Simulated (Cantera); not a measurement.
Input: 1 mol Si3H8, 0.13 mol HCl, 5.4 mol H2, at 1673 K and 2200 Pa.

Equilibrium computed with Cantera from the NASA thermochemical tables; the gas is ideal and each condensed phase is pure. Candidate condensed phases: Si; 19 gas species. The feed counts by its element totals alone. Gases not in the tables: Si2H6 and higher silanes. Rates play no part.

Base state: H2 0.986, HCl 0.0125, H 0.000762, SiCl2 0.000569, Si 1.90e-5, SiH2 1.09e-5 (mole fractions); condensed: Si(s).

**Question.** What changes in the equilibrium state with this change: 1.1 mol HF added?

**Answer.** 
```json
[
 {"species": "H2", "before": "0.986", "after": "0.945"},
 {"species": "SiF3", "before": "0", "after": "0.0139"},
 {"species": "SiF2", "before": "0", "after": "0.0132"},
 {"species": "HCl", "before": "0.0125", "after": "0.0114"},
 {"species": "HF", "before": "0", "after": "0.00758"},
 {"species": "SiF4", "before": "0", "after": "0.00633"},
 {"species": "SiHF3", "before": "0", "after": "0.00118"},
 {"species": "Si(s), mol", "before": "2.99", "after": "2.63"}
]
```
The tables' values for SiF3, SiF2, SiF are old estimates; treat these amounts as uncertain.
